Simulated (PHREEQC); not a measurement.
Consider water at 20 °C with 0.0042 mol/kgw (NH4)2SO4 and 3.8e-05 mol/kgw NaCl. Closed to the air; pH follows from the charge balance.

The numbers come from PHREEQC with the ion-association model, phreeqc.dat.

```
Property                       Value
--------------------  --------------
pH                              5.84
ionic strength        0.0121 mol/kgw
specific conductance       984 µS/cm
```

```
species  molality  activity   log γ
-------  --------  --------  ------
NH4+      0.00813   0.00723  -0.051
SO4-2     0.00393   0.00255  -0.189
NH4SO4-  0.000265  0.000237  -0.048
Cl-       3.80e-5   3.39e-5  -0.049
Na+       3.75e-5   3.36e-5  -0.048
NH3       1.96e-6   1.97e-6   0.001
H+        1.61e-6   1.46e-6  -0.042
NaSO4-    4.63e-7   4.16e-7  -0.047
HSO4-     3.63e-7   3.25e-7  -0.048
OH-       5.25e-9   4.69e-9  -0.049
```

This is a speciation only: nothing precipitates in the calculation. Complexes and solids missing from the database can't appear.
